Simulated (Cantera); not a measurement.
An adiabatic, constant-volume homogeneous reactor starts with H2 : O2 : N2 = 1 : 1.25 : 6.75 (molar parts), equivalence ratio 0.40, at 1150 K and 10.0 bar. Integrator tolerance rtol = 1e-08.

Detailed kinetics in Cantera: GRI-Mech 3.0 (53 species, 325 reactions). The hydrogen kinetics of GRI-Mech 3.0 are dated; newer H2 mechanisms differ, most at raised pressure.

Task: What does this change do: initial temperature 1150 to 1523 K?

Result: 
```json
[
 {"quantity": "time of steepest temperature rise", "before": "0.434 ms", "after": "1.99 µs"},
 {"quantity": "temperature at 3.00 s", "before": "2125 K", "after": "2420 K"},
 {"quantity": "equilibrium temperature", "before": "2125 K", "after": "2420 K"},
 {"quantity": "x(H2) at 3.00 s", "before": "6.81e-5 (gas-phase equilibrium 6.81e-5)", "after": "0.000418 (gas-phase equilibrium 0.000418)"},
 {"quantity": "x(O2) at 3.00 s", "before": "0.0844 (gas-phase equilibrium 0.0844)", "after": "0.0805 (gas-phase equilibrium 0.0805)"},
 {"quantity": "x(NO) at 3.00 s", "before": "0.00675 (gas-phase equilibrium 0.00675)", "after": "0.0124 (gas-phase equilibrium 0.0124)"},
 {"quantity": "x(H2O2) at 3.00 s", "before": "3.89e-7 (gas-phase equilibrium 3.89e-7)", "after": "7.45e-7 (gas-phase equilibrium 7.45e-7)"},
 {"quantity": "x(H) at 3.00 s", "before": "7.23e-6 (gas-phase equilibrium 7.23e-6)", "after": "9.30e-5 (gas-phase equilibrium 9.30e-5)"},
 {"quantity": "x(N2O) at 3.00 s", "before": "1.58e-6 (gas-phase equilibrium 1.58e-6)", "after": "2.65e-6 (gas-phase equilibrium 2.65e-6)"},
 {"quantity": "x(NO2) at 3.00 s", "before": "2.53e-5 (gas-phase equilibrium 2.53e-5)", "after": "2.87e-5 (gas-phase equilibrium 2.87e-5)"}
]
```
